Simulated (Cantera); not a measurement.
An isothermal, constant-pressure homogeneous reactor starts with NO : N2 = 1 : 8 (molar parts), at 1900 K and 10.00 Torr.

Model: GRI-Mech 3.0 (53 species, 325 reactions), integrated in Cantera. Radical loss at walls, strong at low pressure, is not modelled.

x: mole fraction; the columns are a selection and need not sum to one.

```json
[
 {"t (s)": "0.000200", "x NO": "0.111", "x O2": "2.43e-12", "x O": "1.78e-8", "x N2O": "1.78e-8", "x NO2": "3.58e-12", "x N2": "0.889"},
 {"t (s)": "0.000632", "x NO": "0.111", "x O2": "2.42e-11", "x O": "5.66e-8", "x N2O": "5.60e-8", "x NO2": "3.51e-11", "x N2": "0.889"},
 {"t (s)": "0.00200", "x NO": "0.111", "x O2": "2.43e-10", "x O": "[?]", "x N2O": "[?]", "x NO2": "3.39e-10", "x N2": "0.889"},
 {"t (s)": "0.00632", "x NO": "0.111", "x O2": "2.48e-9", "x O": "5.88e-7", "x N2O": "5.35e-7", "x NO2": "3.06e-9", "x N2": "0.889"},
 {"t (s)": "0.0200", "x NO": "0.111", "x O2": "2.64e-8", "x O": "2.02e-6", "x N2O": "1.52e-6", "x NO2": "2.33e-8", "x N2": "0.889"},
 {"t (s)": "0.0632", "x NO": "0.111", "x O2": "3.10e-7", "x O": "7.60e-6", "x N2O": "3.50e-6", "x NO2": "1.33e-7", "x N2": "0.889"},
 {"t (s)": "0.200", "x NO": "0.111", "x O2": "4.05e-6", "x O": "2.89e-5", "x N2O": "5.15e-6", "x NO2": "5.49e-7", "x N2": "0.889"},
 {"t (s)": "0.632", "x NO": "0.111", "x O2": "4.84e-5", "x O": "8.32e-5", "x N2O": "5.12e-6", "x NO2": "1.40e-6", "x N2": "0.889"},
 {"t (s)": "2.00", "x NO": "0.110", "x O2": "0.000352", "x O": "0.000130", "x N2O": "4.88e-6", "x NO2": "2.03e-6", "x N2": "0.889"},
 {"t (s)": "6.32", "x NO": "0.108", "x O2": "0.00153", "x O": "0.000161", "x N2O": "4.58e-6", "x NO2": "2.66e-6", "x N2": "0.890"},
 {"t (s)": "20.0", "x NO": "0.0990", "x O2": "0.00591", "x O": "0.000236", "x N2O": "3.68e-6", "x NO2": "4.02e-6", "x N2": "0.895"},
 {"t (s)": "63.2", "x NO": "[?]", "x O2": "[?]", "x O": "[?]", "x N2O": "[?]", "x NO2": "[?]", "x N2": "0.910"},
 {"t (s)": "200", "x NO": "0.0153", "x O2": "0.0476", "x O": "0.000570", "x N2O": "9.15e-8", "x NO2": "1.73e-6", "x N2": "0.937"}
]
```

What belongs in the gaps?


- 0.00200, x O: 1.81e-7
- 0.00200, x N2O: 1.75e-7
- 63.2, x NO: 0.0677
- 63.2, x O2: 0.0215
- 63.2, x O: 0.000398
- 63.2, x N2O: 1.57e-6
- 63.2, x NO2: 5.10e-6
